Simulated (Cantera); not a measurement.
## Transport properties of process gases

Gas mixture: 50.6 % C2H6, 27.3 % CO2, 9.88 % C2H2, 12.2 % CH3OH, at 100.0 Torr, frozen composition.

Cantera's kinetic-theory transport with the Lennard-Jones parameters of GRI-Mech 3.0, ideal gas; thermal conductivity in the multicomponent form. Polar gases are described roughly by these parameters. The composition is frozen, though it would react at the higher temperatures.

| T (K) | ρ (kg/m³) | cp (J/kg/K) | μ (µPa s) | λ (mW/m/K) | Pr | D (cm²/s) C2H2 | D (cm²/s) CH4 | D (cm²/s) CO2 |
|---|---|---|---|---|---|---|---|---|
| 400 | 0.135 | 1645 | 14.6 | 31.7 | 0.755 | 1.55 | 2.13 | 1.44 |
| 650 | 0.0832 | 2244 | 22.1 | 65.5 | 0.757 | 3.77 | 5.08 | 3.54 |
| 900 | 0.0601 | 2659 | 28.4 | 100.0 | 0.756 | 6.68 | 8.93 | 6.30 |
| 1150 | 0.0470 | 2974 | 34.0 | 134 | 0.756 | 10.2 | 13.6 | 9.63 |
| 1400 | 0.0386 | 3196 | 39.0 | 165 | 0.754 | 14.3 | 18.9 | 13.5 |
| 1650 | 0.0328 | 3357 | 43.7 | 195 | 0.753 | 18.8 | 24.9 | 17.8 |
| 1900 | 0.0285 | 3473 | 48.0 | 222 | 0.752 | 23.8 | 31.5 | 22.6 |
| 2150 | 0.0251 | 3558 | 52.1 | 247 | 0.751 | 29.3 | 38.7 | 27.8 |
| 2400 | 0.0225 | 3621 | 56.0 | 271 | 0.750 | 35.2 | 46.4 | 33.4 |
D: mixture-averaged diffusion coefficient of that species in the mixture.
